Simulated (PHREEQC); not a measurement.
A solution holds 130 mmol/kgw HF, 140 mmol/kgw H2SiF6, 0.061 mmol/kgw H3BO3 and 2.5 mmol/kgw HCl, at 25 °C. Closed to the air; pH follows from the charge balance.

Equilibrium calculation in PHREEQC: ion-association model, phreeqc.dat.

Task: The ionic strength comes out as 0.424 mol/kgw. What activity coefficients do HF2-, SiF6-2, BF4-, F-, H+ get?

Result: HF2- 0.73, SiF6-2 0.23, BF4- 0.73, F- 0.65, H+ 0.77.

No solid was allowed to form. Species that the database lacks are ignored. SiF6-2 is the database's only silicon fluoride. Real BF4- forms and hydrolyses slowly; the run takes it at equilibrium.
